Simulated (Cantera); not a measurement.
A Cantera script and what it prints.

```python
import numpy as np
import cantera as ct

gas_names = """
    B BH BH2 BH3 BO BO2 B2 B2O B2O2 B2O3 B3O3H3 H HBO HBO2 HO2 H2 H2O H2O2 H3B3O6 O OH O2 O3
""".split()
cond_names = """
    B(b) B(L) B2O3(L) B3O3H3(cr) H2O(s) H2O(L)
""".split()


def load(file, names, dense=False):
    # The tables refer to 1 bar. Condensed volumes are neglected.
    table = {s.name: s for s in ct.Species.list_from_file(file)}
    out = []
    for n in names:
        d = dict(table[n].input_data)
        d["thermo"] = dict(d["thermo"], **{"reference-pressure": 1e5})
        if dense:
            d["equation-of-state"] = {"model": "constant-volume", "density": "1e6 g/cm^3"}
        out.append(ct.Species.from_dict(d))
    return out


gas = ct.Solution(thermo="ideal-gas", species=load("nasa_gas.yaml", gas_names))
cond = {s.name: ct.Solution(thermo="fixed-stoichiometry", species=[s], name=s.name)
        for s in load("nasa_condensed.yaml", cond_names, dense=True)}
atoms = {
    'B2O3': {'B': 2, 'O': 3},
    'H2': {'H': 2},
}
top_T = {}  # K; cautious upper limits of use, not melting points


def equilibrate(T, P, feed):
    n = {}
    for name, mol in feed.items():
        for a, k in atoms[name].items():
            n[a] = n.get(a, 0.0) + k * mol
    gas.TPX = T, P, n
    mass = sum(n.values()) * gas.mean_molecular_weight
    gas.equilibrate("TP")
    valid = [c for c in cond.values() if c.min_temp <= T <= top_T.get(c.name, c.max_temp)]
    mix = ct.Mixture([(gas, mass / gas.mean_molecular_weight)] + [(c, 0.0) for c in valid])
    mix.T, mix.P = T, P
    mix.equilibrate("TP", solver="vcs", rtol=1e-11, max_steps=5000)
    return mix


results = []
feed = {'B2O3': 1, 'H2': 3}  # mol
P = 133.322  # Pa
for T in [1648, 1698, 1748, 1798, 1848, 1898, 1948, 1998, 2048, 2098, 2148, 2198, 2248, 2298]:
    mix = equilibrate(T, P, feed)
    results.append((T, P, feed, dict(zip(mix.species_names, mix.species_moles))))
    x = sorted(zip(gas.X, gas.species_names), reverse=True)
    print(f"T = {T:g} K  P = {P:g} Pa  gas = {mix.phase_moles(0):.4g} mol")
    print("   x: " + "  ".join(f"{s} {v:.3e}" for v, s in x if v > 1e-05))
    print("   condensed (mol): " + ("  ".join(f"{mix.phase(i).name} {mix.phase_moles(i):.4g}"
          for i in range(1, mix.n_phases) if mix.phase_moles(i) > 1e-12) or "none"))
```

Result:

```
T = 1648 K  P = 133.322 Pa  gas = 4.009 mol
   x: H2 6.903e-01  B2O3 1.791e-01  HBO2 6.886e-02  HBO 4.226e-02  B2O2 1.340e-02  BO 2.646e-03  H 2.026e-03  H2O 1.415e-03  BO2 1.111e-05
   condensed (mol): none
T = 1698 K  P = 133.322 Pa  gas = 4.015 mol
   x: H2 6.852e-01  B2O3 1.748e-01  HBO2 7.242e-02  HBO 4.467e-02  B2O2 1.354e-02  BO 4.285e-03  H 3.278e-03  H2O 1.793e-03  BO2 2.172e-05
   condensed (mol): none
T = 1748 K  P = 133.322 Pa  gas = 4.024 mol
   x: H2 6.793e-01  B2O3 1.702e-01  HBO2 7.598e-02  HBO 4.677e-02  B2O2 1.352e-02  BO 6.711e-03  H 5.157e-03  H2O 2.251e-03  BO2 4.096e-05
   condensed (mol): none
T = 1798 K  P = 133.322 Pa  gas = 4.037 mol
   x: H2 6.724e-01  B2O3 1.653e-01  HBO2 7.959e-02  HBO 4.846e-02  B2O2 1.333e-02  BO 1.018e-02  H 7.907e-03  H2O 2.811e-03  BO2 7.472e-05
   condensed (mol): none
T = 1848 K  P = 133.322 Pa  gas = 4.055 mol
   x: H2 6.641e-01  B2O3 1.598e-01  HBO2 8.325e-02  HBO 4.961e-02  BO 1.495e-02  B2O2 1.292e-02  H 1.183e-02  H2O 3.497e-03  BO2 1.323e-04
   condensed (mol): none
T = 1898 K  P = 133.322 Pa  gas = 4.079 mol
   x: H2 6.539e-01  B2O3 1.536e-01  HBO2 8.699e-02  HBO 5.009e-02  BO 2.128e-02  H 1.731e-02  B2O2 1.228e-02  H2O 4.344e-03  BO2 2.281e-04
   condensed (mol): none
T = 1948 K  P = 133.322 Pa  gas = 4.112 mol
   x: H2 6.415e-01  B2O3 1.466e-01  HBO2 9.078e-02  HBO 4.981e-02  BO 2.937e-02  H 2.479e-02  B2O2 1.141e-02  H2O 5.396e-03  BO2 3.836e-04  OH 1.886e-05
   condensed (mol): none
T = 1998 K  P = 133.322 Pa  gas = 4.155 mol
   x: H2 6.262e-01  B2O3 1.387e-01  HBO2 9.455e-02  HBO 4.869e-02  BO 3.930e-02  H 3.477e-02  B2O2 1.034e-02  H2O 6.709e-03  BO2 6.307e-04  OH 3.706e-05
   condensed (mol): none
T = 2048 K  P = 133.322 Pa  gas = 4.21 mol
   x: H2 6.078e-01  B2O3 1.299e-01  HBO2 9.816e-02  BO 5.101e-02  H 4.781e-02  HBO 4.674e-02  B2O2 9.127e-03  H2O 8.343e-03  BO2 1.015e-03  OH 7.147e-05
   condensed (mol): none
T = 2098 K  P = 133.322 Pa  gas = 4.279 mol
   x: H2 5.857e-01  B2O3 1.202e-01  HBO2 1.014e-01  H 6.450e-02  BO 6.430e-02  HBO 4.403e-02  H2O 1.036e-02  B2O2 7.839e-03  BO2 1.597e-03  OH 1.354e-04  O 1.064e-05
   condensed (mol): none
T = 2148 K  P = 133.322 Pa  gas = 4.364 mol
   x: H2 5.595e-01  B2O3 1.096e-01  HBO2 1.040e-01  H 8.538e-02  BO 7.881e-02  HBO 4.068e-02  H2O 1.281e-02  B2O2 6.556e-03  BO2 2.460e-03  OH 2.517e-04  O 2.708e-05
   condensed (mol): none
T = 2198 K  P = 133.322 Pa  gas = 4.468 mol
   x: H2 5.290e-01  H 1.109e-01  HBO2 1.055e-01  B2O3 9.845e-02  BO 9.407e-02  HBO 3.686e-02  H2O 1.571e-02  B2O2 5.345e-03  BO2 3.704e-03  OH 4.582e-04  O 6.700e-05
   condensed (mol): none
T = 2248 K  P = 133.322 Pa  gas = 4.591 mol
   x: H2 4.941e-01  H 1.414e-01  BO 1.096e-01  HBO2 1.055e-01  B2O3 8.689e-02  HBO 3.277e-02  H2O 1.900e-02  BO2 5.443e-03  B2O2 4.258e-03  OH 8.145e-04  O 1.608e-04
   condensed (mol): none
T = 2298 K  P = 133.322 Pa  gas = 4.739 mol
   x: H2 4.552e-01  H 1.770e-01  BO 1.249e-01  HBO2 1.037e-01  B2O3 7.524e-02  HBO 2.860e-02  H2O 2.254e-02  BO2 7.792e-03  B2O2 3.323e-03  OH 1.408e-03  O 3.739e-04
   condensed (mol): none
```

Cantera equilibrium calculation (NASA polynomials, part measured and part estimated; ideal gas, pure solids and liquids).
